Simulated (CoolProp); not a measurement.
Computed with CoolProp (reference Helmholtz-energy equation of state, Tillner-Roth 1997).

Give the vapour pressure (MPa), enthalpy of vaporisation (kJ/kg), vapour Z, vapour viscosity (µPa s) of saturated CH2F2 (R32) at 237, 270.9 K.


| T (K) | p (MPa) | enthalpy of vaporisation (kJ/kg) | vapour Z | vapour viscosity (µPa s) |
|---|---|---|---|---|
| 237 | 0.211 | 364 | 0.933 | 10.6 |
| 270.9 | 0.756 | 319 | 0.850 | 12.2 |

Viscosity comes from a separate model (Bell 2016), an estimate that may be off by 10 % or more.
